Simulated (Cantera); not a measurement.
A perfectly stirred reactor is fed with CH₄ : C₂H₆ : C₃H₈ : O₂ : N₂ = 1 : 0.076 : 0.042 : 4.95 : 18.6 (molar parts), equivalence ratio 0.50, at 150 Torr; it is adiabatic with a 450 K inlet, and is followed from long to short residence time, starting on the burning branch (τ in s: 0.1, 0.052, 0.026, 0.013, 0.0064, 0.0032, 0.0016, 0.00078, 0.00039, 0.00019, 9.7e-05).

Model: GRI-Mech 3.0 (53 species, 325 reactions), integrated in Cantera.

x: mole fraction; the columns are a selection and need not sum to one.

```csv
τ (s),T (K),x CH₄,x C₂H₆,x C₃H₈,x CO,x C₂H₂
0.10,1582,2.08e-5,4.07e-7,2.27e-7,0.000998,1.51e-7
0.052,1571,3.16e-5,6.11e-7,3.36e-7,0.00150,1.58e-7
0.026,1555,?,?,?,?,1.67e-7
0.013,1533,8.20e-5,1.53e-6,8.09e-7,0.00352,1.82e-7
0.0064,1501,?,?,?,?,?
0.0032,1460,0.000272,4.89e-6,2.47e-6,0.00854,2.95e-7
0.0016,1401,0.000625,1.10e-5,5.50e-6,0.0140,5.32e-7
0.00078,450,0.0405,0.00308,0.00170,<1e-12,<1e-12
0.00039,450,0.0405,0.00308,0.00170,<1e-12,<1e-12
0.00019,450,0.0405,0.00308,0.00170,<1e-12,<1e-12
9.7e-5,450,0.0405,0.00308,0.00170,<1e-12,<1e-12
```

Question: Some entries are withheld; supply them.

Answer: 
- 0.026, x CH₄: 5.01e-5
- 0.026, x C₂H₆: 9.55e-7
- 0.026, x C₃H₈: 5.15e-7
- 0.026, x CO: 0.00231
- 0.0064, x CH₄: 0.000143
- 0.0064, x C₂H₆: 2.63e-6
- 0.0064, x C₃H₈: 1.36e-6
- 0.0064, x CO: 0.00545
- 0.0064, x C₂H₂: 2.16e-7
